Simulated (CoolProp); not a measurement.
Vapour pressure (MPa) of dodecamethylpentasiloxane (MD3M): the reference equation beside estimates from Tc = 354.9 °C, pc = 0.9540 MPa, ω = 0.730. Clausius-Clapeyron is anchored at 124.05 °C with a constant enthalpy of vaporisation of 56.02 kJ/mol.

Model: reference Helmholtz-energy equation of state, Thol 2019, in CoolProp.

```json
[
 {"T (°C)": "124.05", "reference": "0.003607", "Clausius-Clapeyron": "0.003607", "Peng-Robinson": "0.004003"},
 {"T (°C)": "139.55", "reference": "(withheld)", "Clausius-Clapeyron": "(withheld)", "Peng-Robinson": "(withheld)"},
 {"T (°C)": "155.05", "reference": "0.01207", "Clausius-Clapeyron": "0.01232", "Peng-Robinson": "0.01280"},
 {"T (°C)": "170.55", "reference": "0.02030", "Clausius-Clapeyron": "(withheld)", "Peng-Robinson": "0.02120"},
 {"T (°C)": "186.05", "reference": "0.03259", "Clausius-Clapeyron": "0.03563", "Peng-Robinson": "(withheld)"},
 {"T (°C)": "201.55", "reference": "0.05022", "Clausius-Clapeyron": "0.05752", "Peng-Robinson": "0.05148"},
 {"T (°C)": "216.95", "reference": "0.07452", "Clausius-Clapeyron": "0.08984", "Peng-Robinson": "0.07599"},
 {"T (°C)": "232.45", "reference": "0.1075", "Clausius-Clapeyron": "(withheld)", "Peng-Robinson": "0.1092"},
 {"T (°C)": "247.95", "reference": "0.1509", "Clausius-Clapeyron": "0.2035", "Peng-Robinson": "(withheld)"},
 {"T (°C)": "263.45", "reference": "0.2068", "Clausius-Clapeyron": "0.2957", "Peng-Robinson": "(withheld)"}
]
```

**Question.** Some entries are withheld; supply them.

**Answer.** 
- 139.55, reference: 0.006805
- 139.55, Clausius-Clapeyron: 0.006821
- 139.55, Peng-Robinson: 0.007360
- 170.55, Clausius-Clapeyron: 0.02134
- 186.05, Peng-Robinson: 0.03366
- 232.45, Clausius-Clapeyron: 0.1369
- 247.95, Peng-Robinson: 0.1531
- 263.45, Peng-Robinson: 0.2096

Absolute difference from the reference over all 10 rows, mean and median: Clausius-Clapeyron 15.7 and 11.9 %, Peng-Robinson 4.2 and 2.9 %.
